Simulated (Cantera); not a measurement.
Feed: 1 mol Al, 2.5 mol HCl, 29 mol H2, held at 13300 Pa.

Equilibrium computed with Cantera from the NASA thermochemical tables; the gas is ideal and each condensed phase is pure. Candidate condensed phases: Al, AlCl3; 12 gas species. Rates play no part.

Problem. At 500 K, list the 3 most abundant gas species with their mole fractions, and the condensed phases.

Solution. H2 0.986, Al2Cl6 0.0132, AlCl3 0.000726. Condensed: Al(s).
